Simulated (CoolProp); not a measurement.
Properties of R115 along the isotherm 189.1 K.

Model: reference Helmholtz-energy equation of state, Lemmon 2016, in CoolProp.

```json
[
 {"p (bar)": "0.247", "phase": "liquid", "density (kg/m³)": "1696", "cv (kJ/(kg K))": "0.5739", "Joule-Thomson coefficient (K/MPa)": "-0.4340", "isothermal compressibility (1/MPa)": "…"},
 {"p (bar)": "0.508", "phase": "liquid", "density (kg/m³)": "1696", "cv (kJ/(kg K))": "0.5739", "Joule-Thomson coefficient (K/MPa)": "-0.4341", "isothermal compressibility (1/MPa)": "0.001345"},
 {"p (bar)": "1.04", "phase": "liquid", "density (kg/m³)": "1696", "cv (kJ/(kg K))": "0.5739", "Joule-Thomson coefficient (K/MPa)": "-0.4342", "isothermal compressibility (1/MPa)": "0.001344"},
 {"p (bar)": "2.14", "phase": "liquid", "density (kg/m³)": "1696", "cv (kJ/(kg K))": "0.5739", "Joule-Thomson coefficient (K/MPa)": "-0.4344", "isothermal compressibility (1/MPa)": "0.001342"},
 {"p (bar)": "4.4", "phase": "liquid", "density (kg/m³)": "1697", "cv (kJ/(kg K))": "0.5739", "Joule-Thomson coefficient (K/MPa)": "-0.4349", "isothermal compressibility (1/MPa)": "…"},
 {"p (bar)": "9.03", "phase": "liquid", "density (kg/m³)": "1698", "cv (kJ/(kg K))": "0.5740", "Joule-Thomson coefficient (K/MPa)": "…", "isothermal compressibility (1/MPa)": "0.001327"},
 {"p (bar)": "18.6", "phase": "liquid", "density (kg/m³)": "1700", "cv (kJ/(kg K))": "0.5740", "Joule-Thomson coefficient (K/MPa)": "-0.4379", "isothermal compressibility (1/MPa)": "…"},
 {"p (bar)": "38.1", "phase": "liquid", "density (kg/m³)": "…", "cv (kJ/(kg K))": "0.5742", "Joule-Thomson coefficient (K/MPa)": "-0.4416", "isothermal compressibility (1/MPa)": "0.001267"},
 {"p (bar)": "78.2", "phase": "liquid", "density (kg/m³)": "1713", "cv (kJ/(kg K))": "…", "Joule-Thomson coefficient (K/MPa)": "-0.4486", "isothermal compressibility (1/MPa)": "0.001195"}
]
```

Complete the blanks.


- 0.247, isothermal compressibility (1/MPa): 0.001346
- 4.4, isothermal compressibility (1/MPa): 0.001337
- 9.03, Joule-Thomson coefficient (K/MPa): -0.4359
- 18.6, isothermal compressibility (1/MPa): 0.001306
- 38.1, density (kg/m³): 1704
- 78.2, cv (kJ/(kg K)): 0.5746
